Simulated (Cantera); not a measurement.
A freely propagating, adiabatic, planar premixed flame of CH4 : O2 : N2 = 1 : 1.54 : 4.62 (molar parts), unburnt at 425 K and 150000 Pa; mixture-averaged transport, grid criteria slope 0.08 and curve 0.16, no radiation.

Computed with Cantera and GRI-Mech 3.0 (53 species, 325 reactions). Burning velocities carry a grid error of a few per cent, more on coarse grids.

### Question
How do the results move with these cheaper or finer settings: unity-Lewis-number transport; multicomponent transport; multicomponent+Soret transport; grid criteria slope 0.5, curve 1; grid criteria slope 0.25, curve 0.5; grid criteria slope 0.03, curve 0.06?

### Answer
| setting | laminar burning velocity | thermal thickness | peak x(CO) | peak x(H2O2) | grid points |
|---|---|---|---|---|---|
| as above | 67.5 cm/s | 0.258 mm | 0.0848 | 2.05e-5 | 153 |
| unity-Lewis-number transport | 43.0 cm/s | 0.345 mm | 0.0803 | 4.23e-6 | 139 |
| multicomponent transport | 67.4 cm/s | 0.263 mm | 0.0849 | 1.96e-5 | 154 |
| multicomponent+Soret transport | 67.6 cm/s | 0.258 mm | 0.0846 | 1.95e-5 | 153 |
| grid criteria slope 0.5, curve 1 | 71.1 cm/s | 0.282 mm | 0.0846 | 2.10e-5 | 41 |
| grid criteria slope 0.25, curve 0.5 | 68.6 cm/s | 0.266 mm | 0.0845 | 2.15e-5 | 64 |
| grid criteria slope 0.03, curve 0.06 | 66.6 cm/s | 0.256 mm | 0.0848 | 2.04e-5 | 367 |
The base run took around 16 core-seconds (rough).
Unity Lewis numbers drop preferential diffusion, which matters most where H2 and H carry the flame; Soret adds thermal diffusion.
